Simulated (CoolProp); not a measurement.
Vapour pressure (MPa) of n-octane: the reference equation beside estimates from Tc = 295.6 °C, pc = 2.484 MPa, ω = 0.398. Clausius-Clapeyron is anchored at 176.55 °C with a constant enthalpy of vaporisation of 29.99 kJ/mol.

The numbers come from the reference Helmholtz-energy equation of state, Beckmüller 2019 in CoolProp.

```json
[
 {"T (°C)": "172.35", "reference": "0.3166", "Lee-Kesler": "0.3190", "Clausius-Clapeyron": "0.3209", "van der Waals": "0.8630", "Redlich-Kwong": "0.5247", "Soave-Redlich-Kwong": "0.3201", "Peng-Robinson": "0.3166"},
 {"T (°C)": "176.55", "reference": "0.3461", "Lee-Kesler": "0.3488", "Clausius-Clapeyron": "0.3461", "van der Waals": "0.9018", "Redlich-Kwong": "0.5617", "Soave-Redlich-Kwong": "0.3502", "Peng-Robinson": "0.3463"},
 {"T (°C)": "180.65", "reference": "0.3769", "Lee-Kesler": "0.3798", "Clausius-Clapeyron": "0.3721", "van der Waals": "0.9406", "Redlich-Kwong": "0.5995", "Soave-Redlich-Kwong": "0.3817", "Peng-Robinson": "0.3772"},
 {"T (°C)": "184.75", "reference": "0.4097", "Lee-Kesler": "0.4129", "Clausius-Clapeyron": "0.3996", "van der Waals": "0.9805", "Redlich-Kwong": "0.6390", "Soave-Redlich-Kwong": "0.4153", "Peng-Robinson": "0.4103"},
 {"T (°C)": "188.85", "reference": "0.4447", "Lee-Kesler": "0.4481", "Clausius-Clapeyron": "0.4285", "van der Waals": "1.021", "Redlich-Kwong": "0.6803", "Soave-Redlich-Kwong": "0.4511", "Peng-Robinson": "0.4455"},
 {"T (°C)": "193.05", "reference": "0.4829", "Lee-Kesler": "0.4865", "Clausius-Clapeyron": "0.4597", "van der Waals": "1.065", "Redlich-Kwong": "0.7244", "Soave-Redlich-Kwong": "0.4902", "Peng-Robinson": "0.4839"},
 {"T (°C)": "197.15", "reference": "0.5225", "Lee-Kesler": "0.5263", "Clausius-Clapeyron": "0.4918", "van der Waals": "1.108", "Redlich-Kwong": "0.7693", "Soave-Redlich-Kwong": "0.5307", "Peng-Robinson": "0.5238"},
 {"T (°C)": "201.25", "reference": "0.5645", "Lee-Kesler": "0.5684", "Clausius-Clapeyron": "0.5255", "van der Waals": "1.152", "Redlich-Kwong": "0.8161", "Soave-Redlich-Kwong": "0.5737", "Peng-Robinson": "0.5662"},
 {"T (°C)": "205.45", "reference": "0.6101", "Lee-Kesler": "0.6142", "Clausius-Clapeyron": "0.5617", "van der Waals": "1.198", "Redlich-Kwong": "0.8660", "Soave-Redlich-Kwong": "0.6204", "Peng-Robinson": "0.6122"},
 {"T (°C)": "209.55", "reference": "0.6573", "Lee-Kesler": "0.6615", "Clausius-Clapeyron": "0.5989", "van der Waals": "1.245", "Redlich-Kwong": "0.9167", "Soave-Redlich-Kwong": "0.6687", "Peng-Robinson": "0.6599"},
 {"T (°C)": "213.65", "reference": "0.7072", "Lee-Kesler": "0.7115", "Clausius-Clapeyron": "0.6378", "van der Waals": "1.292", "Redlich-Kwong": "0.9693", "Soave-Redlich-Kwong": "0.7198", "Peng-Robinson": "0.7103"},
 {"T (°C)": "217.75", "reference": "0.7599", "Lee-Kesler": "0.7643", "Clausius-Clapeyron": "0.6785", "van der Waals": "1.341", "Redlich-Kwong": "1.024", "Soave-Redlich-Kwong": "0.7738", "Peng-Robinson": "0.7636"}
]
```

Absolute difference from the reference over all 12 rows, mean and median: Lee-Kesler 0.7 and 0.7 %, Clausius-Clapeyron 5.3 and 5.3 %, van der Waals 119.4 and 116.3 %, Redlich-Kwong 49.3 and 48.6 %, Soave-Redlich-Kwong 1.5 and 1.5 %, Peng-Robinson 0.2 and 0.2 %.
